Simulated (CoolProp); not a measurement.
A simple Rankine cycle with R365MFC: condensing at 293.15 K, boiler at 0.73 MPa, turbine inlet 384.5 K, turbine efficiency 0.85, pump efficiency 0.6, no recuperator. Each further row changes one setting.

Computed with CoolProp (reference Helmholtz-energy equation of state, Lemmon 2016).

```json
[
 {"case": "as stated", "thermal efficiency (%)": "15.1", "net work (kJ/kg)": "42.4", "heat in (kJ/kg)": "281", "turbine exit temperature (K)": "333.0", "volume ratio over the turbine": "16.4"},
 {"case": "turbine inlet 404.5 K", "thermal efficiency (%)": "14.9", "net work (kJ/kg)": "45.7", "heat in (kJ/kg)": "307", "turbine exit temperature (K)": "354.2", "volume ratio over the turbine": "15.9"},
 {"case": "condensing temperature 285.15 K", "thermal efficiency (%)": "16.4", "net work (kJ/kg)": "47.7", "heat in (kJ/kg)": "292", "turbine exit temperature (K)": "327.6", "volume ratio over the turbine": "22.9"},
 {"case": "boiler pressure 0.511 MPa", "thermal efficiency (%)": "13.4", "net work (kJ/kg)": "38.5", "heat in (kJ/kg)": "286", "turbine exit temperature (K)": "341.7", "volume ratio over the turbine": "11.0"},
 {"case": "turbine efficiency 0.75", "thermal efficiency (%)": "13.3", "net work (kJ/kg)": "37.3", "heat in (kJ/kg)": "281", "turbine exit temperature (K)": "337.8", "volume ratio over the turbine": "16.6"}
]
```
